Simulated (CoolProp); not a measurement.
Vapour-liquid equilibrium of n-hexane (1) + toluene (2) at 0.614 bar; x and y are mole fractions of (1).

The numbers come from the multi-fluid Helmholtz-energy mixture model, Thol 2019 and Lemmon 2006; pair parameters Bell 2016 in CoolProp.

```tsv
x	bubble temperature, mixture model (K)	bubble temperature, Raoult's law (K)	y, mixture model	y, Raoult's law
0.05	?	363.3	0.202	0.155
0.2	349.9	354.1	0.532	0.477
0.35	342.9	346.8	0.692	0.672
0.5	337.9	340.8	?	0.797
0.65	334.0	335.8	0.864	0.883
0.8	330.7	331.5	0.926	0.943
0.95	327.7	327.9	?	0.988
```

Question: Some entries are withheld; supply them.

Answer: 
- 0.05, bubble temperature, mixture model (K): 361.4
- 0.5, y, mixture model: 0.791
- 0.95, y, mixture model: 0.982

The largest gap from Raoult's law is -4.2 K in bubble temperature, at x = 0.2. No azeotrope shows between x = 0.05 and 0.95.

Pair parameters are fitted to limited data, so mixtures are less certain than the pure fluids.
